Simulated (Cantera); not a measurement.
A closed system holds: 1 mol HMDSO, 0.16 mol NO, held at 625 °C and 24.0 Pa.

Method: chemical equilibrium by Gibbs-energy minimisation in Cantera with the NASA 1993 tables (ideal gas, pure condensed phases). Candidate condensed phases: C, C₆H₆, C₇H₈, C₈H₁₈, H₂O, Si, SiC, SiO₂, Si₂N₂O, Si₃N₄; 151 gas species. The feed counts by its element totals alone. Equilibrium is a limit: real reactors are often held back by kinetics, nucleation or transport.

Base state: H₂ 1.000, CH₄ 7.67e-5 (mole fractions); condensed: C(graphite) + SiC(s) + SiO₂(β-quartz) + Si₂N₂O(s).

Question: What changes in the equilibrium state with this change: pressure from 24.0 Pa to 0.130 bar?

Answer: 
```
species               before   after
-------------------  -------  ------
H₂                     1.000   0.962
CH₄                  7.67e-5  0.0384
C(graphite), mol        4.70    4.37
SiC(s), mol             1.30    1.30
SiO₂(β-quartz), mol    0.540   0.540
Si₂N₂O(s), mol        0.0800  0.0800
```

Question: What changes in the equilibrium state with this change: NO from 0.16 to 11 mol?

Answer: 
| species | before | after |
|---|---|---|
| H₂ | 1.000 | 0.398 |
| N₂ | <1e-9 | 0.268 |
| CO | 8.16e-6 | 0.236 |
| CO₂ | <1e-9 | 0.0565 |
| H₂O | 4.94e-9 | 0.0410 |
| CH₄ | 7.67e-5 | 1.68e-8 |
| C(graphite), mol | 4.70 | 0 |
| SiC(s), mol | 1.30 | 0 |
| SiO₂(β-quartz), mol | 0.540 | 2.00 |
| Si₂N₂O(s), mol | 0.0800 | 0 |
